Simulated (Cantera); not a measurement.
An isothermal, constant-pressure homogeneous reactor starts with C2H6 : N2 = 1 : 54 (molar parts), at 1000 K and 100000 Pa. Integrator tolerance rtol = 1e-08.

Detailed kinetics in Cantera: GRI-Mech 3.0 (53 species, 325 reactions). GRI-Mech 3.0 stops at C3 and has no aromatics, soot or wall deposition, so with more carbon than oxygen in the feed, carbon stays in small species such as C2H2 where larger ones or solid carbon would form.

Question: What does this change do: temperature 1000 to 1175 K?

Answer: 
| quantity | before | after |
|---|---|---|
| x(C2H6) at 60.0 s | 0.000706 (gas-phase equilibrium 2.05e-5) | 2.17e-5 (gas-phase equilibrium 3.71e-6) |
| x(H2) at 60.0 s | 0.0174 (gas-phase equilibrium 0.00347) | 0.0244 (gas-phase equilibrium 0.0190) |
| x(C2H2) at 60.0 s | 0.00146 (gas-phase equilibrium 0.00124) | 0.0109 (gas-phase equilibrium 0.00279) |
| x(C2H) at 60.0 s | <1e-12 (gas-phase equilibrium <1e-12) | 5.54e-12 (gas-phase equilibrium <1e-12) |
| x(H) at 60.0 s | 8.22e-9 (gas-phase equilibrium 1.35e-10) | 8.79e-8 (gas-phase equilibrium 1.70e-8) |
| x(CH4) at 60.0 s | 0.00117 (gas-phase equilibrium 0.0201) | 0.00416 (gas-phase equilibrium 0.0104) |
